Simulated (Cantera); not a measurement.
Input (Python, Cantera):

```python
import numpy as np
import cantera as ct

gas = ct.Solution("gri30.yaml", transport_model="multicomponent")
show = ['C2H2', 'N2', 'NO']

rows = []
print(f"{'T/K':>7s}{'rho':>11s}{'cp':>10s}{'mu':>11s}{'lambda':>11s}{'Pr':>7s}" + "".join(f"{'D_' + s:>11s}" for s in show))
for T in [400, 500, 600, 700, 800, 900]:
    gas.TPX = T, 1200, {'O2': 0.56}
    Pr = gas.cp_mass * gas.viscosity / gas.thermal_conductivity
    D = [gas.mix_diff_coeffs_mole[gas.species_index(s)] for s in show]
    rows.append([gas.density, gas.cp_mass, gas.viscosity, gas.thermal_conductivity, Pr, *D])
    print(f"{T:7g}{gas.density:11.4e}{gas.cp_mass:10.1f}{gas.viscosity:11.4e}"
          f"{gas.thermal_conductivity:11.4e}{Pr:7.3f}" + "".join(f"{d:11.4e}" for d in D))
print("SI units: kg/m3, J/kg/K, Pa s, W/m/K, m2/s")
```

Result:

```
    T/K        rho        cp         mu     lambda     Pr     D_C2H2       D_N2       D_NO
    400 1.1545e-02     941.4 2.5629e-05 3.3889e-02  0.712 2.3648e-03 2.9160e-03 2.8639e-03
    500 9.2363e-03     971.4 3.0045e-05 4.1059e-02  0.711 3.5095e-03 4.2795e-03 4.2031e-03
    600 7.6969e-03    1002.6 3.4077e-05 4.8102e-02  0.710 4.8197e-03 5.8348e-03 5.7306e-03
    700 6.5974e-03    1031.1 3.7824e-05 5.4934e-02  0.710 6.2835e-03 7.5691e-03 7.4340e-03
    800 5.7727e-03    1054.7 4.1353e-05 6.1465e-02  0.710 7.8917e-03 9.4727e-03 9.3035e-03
    900 5.1313e-03    1073.7 4.4705e-05 6.7676e-02  0.709 9.6371e-03 1.1538e-02 1.1331e-02
SI units: kg/m3, J/kg/K, Pa s, W/m/K, m2/s
```

Computed with Cantera and GRI-Mech 3.0 (53 species, 325 reactions).
